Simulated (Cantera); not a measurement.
Catalytic combustion on Pt

An isothermal plug-flow reactor at 575 K and 55000 Pa (inlet), inlet velocity 0.37 m/s, active area per volume 1900 1/m; feed H₂ : O₂ : N₂ : H₂O = 0.025 : 0.012 : 0.79 : 0.089 (molar parts), equivalence ratio 1.0.

Model: Deutschmann's 1995 Pt surface mechanism with GRI-Mech 3.0 gas chemistry, integrated in Cantera. Catalytic surfaces can have several steady states; this one follows from the mechanism file's or the stated starting coverage. Mass transfer to the wall is taken as infinitely fast.

```tsv
z (m)	x H₂	x O₂	x H₂O	θ free Pt	θ H*
3e-05	0.0102	0.00454	0.115	0.898	0.0993
5.9e-05	0.00402	0.00146	0.122	0.930	0.0665
0.00011	0.00145	0.000172	0.125	0.952	0.0445
0.00022	0.00111	1.53e-6	0.125	0.956	0.0405
0.00042	0.00111	2.82e-10	0.125	0.956	0.0405
0.00082	0.00111	<1e-12	0.125	0.956	0.0405
0.0016	0.00111	<1e-12	0.125	0.956	0.0405
0.003	0.00111	<1e-12	0.125	0.956	0.0405
```
x: gas mole fraction; θ: surface coverage.
